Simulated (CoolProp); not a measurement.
A simple Rankine cycle with cyclopropane: condensing at 327.15 K, boiler at 3.73 MPa, turbine inlet 472 K, turbine efficiency 0.6, pump efficiency 0.8, no recuperator. Each further row changes one setting.

The numbers come from the reference Helmholtz-energy equation of state, Polt 1992 in CoolProp. This equation is an older, rougher fit; its heat capacities, sound speeds and derivatives of the liquid may be far off and weren't checked against measurements.

| case | thermal efficiency (%) | net work (kJ/kg) | heat in (kJ/kg) | turbine exit temperature (K) | volume ratio over the turbine |
|---|---|---|---|---|---|
| as stated | 6.3 | 39.1 | 619 | 440.1 | 2.57 |
| condensing temperature 319.15 K | 7.4 | 47.2 | 638 | 434.6 | 3.08 |
| boiler pressure 2.61 MPa | 4.1 | 26.0 | 634 | 453.5 | 1.77 |
| turbine efficiency 0.5 | 5.1 | 31.8 | 619 | 443.6 | 2.59 |
